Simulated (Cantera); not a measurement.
**Titanium nitride, carbide and oxide coatings: Ti(OiPr)4 + C3H8 + H2 + O2**

Input: 1 mol Ti(OiPr)4, a varied amount of C3H8, 5.9 mol H2, 7.4 mol O2, held at 1050 K and 0.133 bar.

Equilibrium computed with Cantera from the NASA thermochemical tables; the gas is ideal and each condensed phase is pure. Candidate condensed phases: C, C6H6, C7H8, C8H18, H2O, Ti, TiC, TiO, TiO2, Ti2O3, Ti3O5, Ti4O7; 113 gas species. The feed counts by its element totals alone. Rates play no part.

From 0.27 mol C3H8 to 1.3 mol C3H8 the condensed part is TiO2(rutile).

| n(C3H8) (mol) | log p H2 | log p CO | log p H2O | log p CO2 | log p CH4 | log p H | log p HCHO (formaldehyde) | n TiO2(rutile) |
|---|---|---|---|---|---|---|---|---|
| 0.27 | -1.13 | -1.36 | -2.03 | -2.19 | -4.71 | -8.66 | -8.76 | 1.00 |
| 0.34 | -1.13 | -1.35 | -2.06 | -2.21 | -4.66 | -8.66 | -8.75 | 1.00 |
| 0.43 | -1.13 | -1.35 | -2.11 | -2.25 | -4.60 | -8.65 | -8.74 | 1.00 |
| 0.54 | -1.12 | -1.34 | -2.16 | -2.30 | -4.53 | -8.65 | -8.73 | 1.00 |
| 0.67 | -1.12 | -1.33 | -2.23 | -2.37 | -4.44 | -8.65 | -8.72 | 1.00 |
| 0.85 | -1.11 | -1.32 | -2.34 | -2.47 | -4.30 | -8.65 | -8.70 | 1.00 |
| 1.1 | -1.10 | -1.31 | -2.53 | -2.66 | -4.07 | -8.64 | -8.68 | 1.00 |
| 1.3 | -1.10 | -1.30 | -2.75 | -2.88 | -3.82 | -8.64 | -8.67 | 1.00 |
log p: log10 of the partial pressure in bar; n: condensed amount in mol.
